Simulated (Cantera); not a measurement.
Cantera run:

```python
import numpy as np
import cantera as ct

gas_names = """
    H HI H2 I I2
""".split()
cond_names = """
    I2(cr) I2(L)
""".split()


# ... load() reads the species with a 1 bar reference pressure and builds the phases ...
atoms = {
    'HI': {'H': 1, 'I': 1},
    'H2': {'H': 2},
}
top_T = {}  # K; cautious upper limits of use, not melting points


# ... equilibrate(T, P, feed) seeds the gas with the atoms and calls Mixture.equilibrate('TP', solver="vcs", rtol=1e-11, max_steps=5000) ...
results = []
feed = {'HI': 1, 'H2': 0.11}  # mol
T = 2875  # K
for P in [10, 65, 420, 2700, 17000, 110000, 720000, 4700000, 30000000]:
    mix = equilibrate(T, P, feed)
    results.append((T, P, feed, dict(zip(mix.species_names, mix.species_moles))))

top = {s: max(r[3][s] / sum(r[3][g] for g in gas_names) for r in results) for s in gas_names}
cols = sorted((s for s in top if top[s] > 0.0001), key=lambda s: -top[s])[:6]
seen = [c for c in cond_names if any(r[3].get(c, 0) > 1e-12 for r in results)]
print("log10 of partial pressures in bar; condensed amounts in mol")
print(f"{'P/Pa':>10s}" + "".join(f"{s[:9]:>10s}" for s in cols + seen))
for T, P, feed, n in results:
    ng = sum(n[g] for g in gas_names)
    print(f"{P:10.4g}" + "".join(f"{np.log10(max(n[s] / ng * P / 1e5, 1e-99)):10.3f}" for s in cols)
          + "".join(f"{n.get(c, 0):10.4g}" for c in seen))
```

Result:

```
log10 of partial pressures in bar; condensed amounts in mol
      P/Pa         I         H        HI        H2        I2
        10    -4.345    -4.263    -8.540    -6.575   -11.480
        65    -3.527    -3.466    -6.925    -4.981    -9.843
       420    -2.693    -2.731    -5.356    -3.511    -8.175
      2700    -1.843    -2.125    -3.900    -2.299    -6.475
   1.7e+04    -1.015    -1.636    -2.583    -1.322    -4.819
   1.1e+05    -0.200    -1.198    -1.330    -0.445    -3.190
   7.2e+05     0.588    -0.786    -0.129     0.379    -1.613
   4.7e+06     1.325    -0.392     1.001     1.167    -0.139
     3e+07     1.969    -0.010     2.027     1.931     1.149
```

These are equilibrium values from Cantera (NASA tables, ideal gas, pure condensed phases), not measurements of a reactor. The ideal-gas law is rough above about 30 bar.
